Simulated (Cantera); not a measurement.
Charge: 1 mol Si2H6, 1.8 mol H2O, 15 mol N2, equilibrated at 0.133 bar.

Method: chemical equilibrium by Gibbs-energy minimisation in Cantera with the NASA 1993 tables (ideal gas, pure condensed phases). Candidate condensed phases: H2O, Si, SiO2, Si2N2O, Si3N4; 35 gas species. The feed counts by its element totals alone. N2 is the only nitrogen source here; it is nearly inert below about 1500 K, so the nitride shown seldom forms there in practice. Mutual solubility and eutectic melting of coexisting phases are not modelled. The tables hold silica as quartz up to 1696 K and as liquid above; real silica turns to tridymite and cristobalite and melts near 1996 K. Equilibrium is a limit: real reactors are often held back by kinetics, nucleation or transport.

At 1177 °C, list the 4 most abundant gas species with their mole fractions, and the condensed phases.

N2 0.748, H2 0.252, H2O 8.06e-5, H 1.30e-5. Condensed: SiO2(β-quartz) + Si2N2O(s).
